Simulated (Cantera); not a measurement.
## Hydrocarbon pyrolysis for carbon deposition

A perfectly stirred reactor is fed with 5.88 % C₃H₈, 94.1 % H₂, at 6.98 Torr; it is held at 1425 K, and followed from long to short residence time.

Computed with Cantera and GRI-Mech 3.0 (53 species, 325 reactions). GRI-Mech 3.0 was tuned for natural gas; its chemistry of propane as a main component is partial and can be far from experiment. GRI-Mech 3.0 stops at C3 and has no aromatics, soot or wall deposition, so with more carbon than oxygen in the feed, carbon stays in small species such as C2H2 where larger ones or solid carbon would form. Radical loss at walls, strong at low pressure, is not modelled.

| τ (s) | x C₃H₈ | x H₂ | x CH₄ | x CH₂ | x C₂H₆ |
|---|---|---|---|---|---|
| 1.6 | 8.24e-5 | 0.897 | 0.0470 | 8.00e-8 | 1.99e-5 |
| 0.87 | 0.000136 | 0.896 | 0.0497 | 1.08e-7 | 2.63e-5 |
| 0.48 | 0.000223 | 0.894 | 0.0519 | 1.41e-7 | 3.39e-5 |
| 0.26 | 0.000372 | 0.893 | 0.0536 | 1.83e-7 | 4.37e-5 |
| 0.14 | 0.000626 | 0.892 | 0.0548 | 2.34e-7 | 5.62e-5 |
| 0.079 | 0.00101 | 0.891 | 0.0553 | 2.93e-7 | 7.14e-5 |
| 0.043 | 0.00168 | 0.891 | 0.0553 | 3.77e-7 | 9.32e-5 |
| 0.024 | 0.00270 | 0.891 | 0.0545 | 4.85e-7 | 0.000122 |
| 0.013 | 0.00443 | 0.892 | 0.0528 | 6.40e-7 | 0.000165 |
| 0.0071 | 0.00721 | 0.894 | 0.0496 | 8.34e-7 | 0.000227 |
x: mole fraction; the columns are a selection and need not sum to one.
